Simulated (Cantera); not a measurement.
An isothermal plug-flow reactor at 850 K and 110000 Pa (inlet), inlet velocity 2.3 m/s, active area per volume 1100 1/m; feed CH4 : O2 : N2 = 0.0027 : 0.011 : 0.79 (molar parts).

Cantera simulation using Deutschmann's 1995 Pt surface mechanism with GRI-Mech 3.0 gas chemistry; the numbers are that mechanism's predictions, not measurements. Catalytic surfaces can have several steady states; this one follows from the mechanism file's or the stated starting coverage. Mass transfer to the wall is taken as infinitely fast.

One state of this run: x CH4 = 0.00320; x O2 = 0.0134; x H2O = 0.000328; x CO2 = 0.000163; x CO = 8.36e-7; θ free Pt = 0.126; θ O* = 0.873. x: gas mole fraction; θ: surface coverage.

Question: Which value of z (m) does it belong to?
(A) 9.8e-05
(B) 0.00021
(C) 0.00098
(D) 0.0046

Answer: D, 0.0046
